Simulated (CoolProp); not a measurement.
A closed Brayton cycle with carbon dioxide: compressor inlet 330.15 K and 8 MPa, high pressure 17.9 MPa, turbine inlet 875 K, compressor efficiency 0.85, turbine efficiency 0.9, recuperator effectiveness 0.9 (on enthalpy, no pinch check). Each further row changes one setting.

The numbers come from the reference Helmholtz-energy equation of state, Span 1996 in CoolProp.

```tsv
case	thermal efficiency (%)	net work (kJ/kg)	compressor to turbine work	compressor exit (K)	turbine exit (K)
as stated	32.6	70.8	0.38	400.8	774.8
turbine inlet 825 K	___	63.7	0.40	400.8	728.4
compressor inlet 340.15 K	31.8	___	0.42	414.4	774.8
high pressure 15.2 MPa	___	58.6	___	386.0	794.7
recuperator effectiveness 0.5	___	70.8	0.38	400.8	774.8
```

### Question
What belongs in the gaps?

### Answer

- turbine inlet 825 K, thermal efficiency (%): 31.2
- compressor inlet 340.15 K, net work (kJ/kg): 66.3
- high pressure 15.2 MPa, thermal efficiency (%): 30.8
- high pressure 15.2 MPa, compressor to turbine work: 0.36
- recuperator effectiveness 0.5, thermal efficiency (%): 18.2
